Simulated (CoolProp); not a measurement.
Vapour-liquid equilibrium of toluene (1) + p-xylene (2) at 164.65 °C; x and y are mole fractions of (1).

Computed with CoolProp (multi-fluid Helmholtz-energy mixture model, Lemmon 2006 and Zhou 2012; pair parameters Bell 2016).

```json
[
 {"x": "0.05", "bubble pressure, mixture model (kPa)": "204.1", "bubble pressure, Raoult's law (kPa)": "204.3", "y, mixture model": "0.089", "y, Raoult's law": "0.093"},
 {"x": "0.15", "bubble pressure, mixture model (kPa)": "222.3", "bubble pressure, Raoult's law (kPa)": "222.7", "y, mixture model": "0.246", "y, Raoult's law": "0.255"},
 {"x": "0.25", "bubble pressure, mixture model (kPa)": "240.8", "bubble pressure, Raoult's law (kPa)": "241.1", "y, mixture model": "0.381", "y, Raoult's law": "0.393"},
 {"x": "0.35", "bubble pressure, mixture model (kPa)": "259.3", "bubble pressure, Raoult's law (kPa)": "259.5", "y, mixture model": "0.498", "y, Raoult's law": "0.511"},
 {"x": "0.45", "bubble pressure, mixture model (kPa)": "277.9", "bubble pressure, Raoult's law (kPa)": "277.9", "y, mixture model": "0.601", "y, Raoult's law": "0.614"},
 {"x": "0.55", "bubble pressure, mixture model (kPa)": "296.4", "bubble pressure, Raoult's law (kPa)": "296.3", "y, mixture model": "0.691", "y, Raoult's law": "0.704"},
 {"x": "0.65", "bubble pressure, mixture model (kPa)": "314.8", "bubble pressure, Raoult's law (kPa)": "314.7", "y, mixture model": "0.771", "y, Raoult's law": "0.783"},
 {"x": "0.75", "bubble pressure, mixture model (kPa)": "333.2", "bubble pressure, Raoult's law (kPa)": "333.1", "y, mixture model": "0.844", "y, Raoult's law": "0.854"},
 {"x": "0.85", "bubble pressure, mixture model (kPa)": "351.6", "bubble pressure, Raoult's law (kPa)": "351.5", "y, mixture model": "0.910", "y, Raoult's law": "0.917"},
 {"x": "0.95", "bubble pressure, mixture model (kPa)": "369.9", "bubble pressure, Raoult's law (kPa)": "369.9", "y, mixture model": "0.971", "y, Raoult's law": "0.974"}
]
```

The largest gap from Raoult's law is -0.2 % in bubble pressure, at x = 0.15. No azeotrope shows between x = 0.05 and 0.95.

The pair parameters rest on a limited set of measurements; away from them the model extrapolates.
